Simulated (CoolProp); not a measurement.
Aqueous ammonia as a coolant, 4 % by mass, freezing at -4.8 °C, 1 atm.

Values from CoolProp's Melinder's fits for secondary coolants.

```csv
T (°C),Prandtl number,density (kg/m³),viscosity (mPa s),conductivity (W/(m K))
-3,17.6,984.1,2.19,0.523
-0.1,15.5,984.0,1.95,0.531
2.9,13.7,983.9,1.75,0.537
5.8,12.3,983.6,1.59,0.543
8.8,11.1,983.3,1.46,0.549
11.7,10.2,982.8,1.34,0.554
14.6,9.33,982.3,1.25,0.559
17.6,8.58,981.6,1.16,0.564
20.5,7.93,980.9,1.08,0.569
23.5,7.31,980.0,1.00,0.574
26.4,6.76,979.2,0.934,0.579
```
